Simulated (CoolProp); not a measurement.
Vapour-liquid equilibrium of cyclohexane (1) + n-octane (2) at 114.15 °C; x and y are mole fractions of (1).

The numbers come from the multi-fluid Helmholtz-energy mixture model, Zhou 2014 and Beckmüller 2019; pair parameters Bell 2016 in CoolProp.

**Question.** Give the bubble pressure and the first vapour's composition at x = 0.2, 0.5, 0.8. Is there an azeotrope?

**Answer.** x = 0.2: 1.072 bar, y = 0.446; x = 0.5: 1.603 bar, y = 0.762; x = 0.8: 2.140 bar, y = 0.926. No azeotrope shows between x = 0.05 and 0.95.

The pair parameters rest on a limited set of measurements; away from them the model extrapolates.
